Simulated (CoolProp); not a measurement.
Vapour-liquid equilibrium of R143a (1) + n-butane (2) at -15.55 °C; x and y are mole fractions of (1).

The numbers come from the multi-fluid Helmholtz-energy mixture model, Lemmon and Jacobsen 2000 and Bücker 2006; pair parameters Bell 2016 in CoolProp.

| x | bubble pressure (kPa) | y at the bubble point | dew pressure at overall composition x (kPa) | liquid density (mol/L) |
|---|---|---|---|---|
| 0.05 | 122.1 | 0.557 | 57.90 | 10.69 |
| 0.15 | 207.3 | 0.750 | 64.65 | 10.83 |
| 0.25 | 252.8 | 0.804 | 73.17 | 10.97 |
| 0.35 | 278.3 | 0.828 | 84.22 | 11.13 |
| 0.45 | 294.5 | 0.844 | 99.14 | 11.31 |
| 0.55 | 307.3 | 0.858 | 120.3 | 11.50 |
| 0.65 | 319.8 | 0.873 | 152.7 | 11.72 |
| 0.75 | 333.3 | 0.894 | 207.3 | 11.97 |
| 0.85 | 348.0 | 0.924 | 300.2 | 12.26 |
| 0.95 | 363.1 | 0.969 | 357.5 | 12.60 |

No azeotrope shows between x = 0.05 and 0.95.

The pair parameters rest on a limited set of measurements; away from them the model extrapolates. With so large a gap from Raoult's law the liquid may split in two, which this calculation doesn't test in full.
